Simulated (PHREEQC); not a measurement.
Consider water at 20 °C with 16 mmol/kgw Cu(NO3)2, 1.1 mmol/kgw HNO3 and 110 mmol/kgw FeCl3. Closed to the air; pH follows from the charge balance.

All values are PHREEQC results (ion-association model, phreeqc.dat), not measurements.

This is a speciation only: nothing precipitates in the calculation.

### Question
Predict the pH, activity of water.

### Answer
pH 1.89; activity of water 0.993.

### Question
In which forms is Cl present?

### Answer
Cl- 75 %, FeCl+2 16 %, FeCl2+ 8.6 %, CuCl+ 0.6 % of the Cl.

The solution is supersaturated, for example in Hematite (slow to form), Goethite (slow to form), so a real one may precipitate; this is no full list.
